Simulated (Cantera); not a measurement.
## Reactions in the system Cu-N-O

Source: NASA polynomial tables (part measured, part estimated), evaluated in Cantera. Values are per mole of reaction as written; species without (g) are pure solids or liquids, kept so even where they would boil at 1 bar.

Cu₂O + NO(g) → 2 Cu + NO₂(g)

```csv
T (K),ΔH° (kJ),ΔS° (J/K),ΔG° (kJ),log10 K,condensed phases
425,112.8,1.1,112.4,-13.81,"Cu₂O(s), Cu(s)"
625,111.7,-1.1,112.4,-9.39,"Cu₂O(s), Cu(s)"
825,110.6,-2.6,112.8,-7.14,"Cu₂O(s), Cu(s)"
1025,109.6,-3.7,113.4,-5.78,"Cu₂O(s), Cu(s)"
1225,108.6,-4.6,114.2,-4.87,"Cu₂O(s), Cu(s)"
1425,133.8,13.9,113.9,-4.18,"Cu₂O(s), Cu(l)"
1625,66.7,-30.3,115.9,-3.73,"Cu₂O(l), Cu(l)"
1825,64.0,-31.8,122.1,-3.49,"Cu₂O(l), Cu(l)"
2025,61.5,-33.2,128.6,-3.32,"Cu₂O(l), Cu(l)"
```
